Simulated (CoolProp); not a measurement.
Values from CoolProp's reference Helmholtz-energy equation of state, Thol 2015.

Q: For 1,2-dichloroethane, give the phase and the cp (kJ/(kg K)), cv (kJ/(kg K)), speed of sound (m/s), isothermal compressibility (1/MPa) at 424.6 K and 10.2 MPa; 444.9 K and 10.2 MPa.

A: 
- 424.6 K and 10.2 MPa: liquid; cp 1.43, cv 0.970, speed of sound 790, isothermal compressibility 0.00223
- 444.9 K and 10.2 MPa: liquid; cp 1.46, cv 0.987, speed of sound 721, isothermal compressibility 0.00277
